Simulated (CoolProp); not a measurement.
A single-stage vapour-compression cycle with the fluid: evaporating at 257.15 K (dew point), condensing at 313.15 K (bubble point), superheat 2 K, subcooling 8 K, compressor efficiency 0.9, no pressure losses. The same conditions are run with several fluids, on thermodynamics alone (safety and materials aside).

The numbers come from the reference Helmholtz-energy equation of state of each fluid (R134a: Tillner-Roth 1994; carbonyl sulfide: Lemmon 2006; n-perfluorobutane: Gao 2022; propane: Lemmon 2009; R245ca: Zhou 2016; R115: Lemmon 2016) in CoolProp.

Rank R134a, carbonyl sulfide, n-perfluorobutane, propane, R245ca, R115 by cooling COP, highest first.

R245ca (3.49), carbonyl sulfide (3.38), R134a (3.34), propane (3.30), R115 (2.94), n-perfluorobutane (2.72)

```json
[
 {"fluid": "R134a", "pressure ratio": "6.46", "discharge temperature (K)": "326.7", "refrigerating effect (kJ/kg)": "146", "volumetric capacity (kJ/m³)": "1150"},
 {"fluid": "carbonyl sulfide", "pressure ratio": "4.66", "discharge temperature (K)": "367.4", "refrigerating effect (kJ/kg)": "222", "volumetric capacity (kJ/m³)": "2610"},
 {"fluid": "n-perfluorobutane", "pressure ratio": "7.57", "discharge temperature (K)": "313.2", "refrigerating effect (kJ/kg)": "49.9", "volumetric capacity (kJ/m³)": "316"},
 {"fluid": "propane", "pressure ratio": "4.86", "discharge temperature (K)": "326.4", "refrigerating effect (kJ/kg)": "276", "volumetric capacity (kJ/m³)": "1720"},
 {"fluid": "R245ca", "pressure ratio": "11.6", "discharge temperature (K)": "317.0", "refrigerating effect (kJ/kg)": "164", "volumetric capacity (kJ/m³)": "153"},
 {"fluid": "R115", "pressure ratio": "5.11", "discharge temperature (K)": "313.2", "refrigerating effect (kJ/kg)": "66.9", "volumetric capacity (kJ/m³)": "1340"}
]
```

The compression ends wet for: n-perfluorobutane; R115.
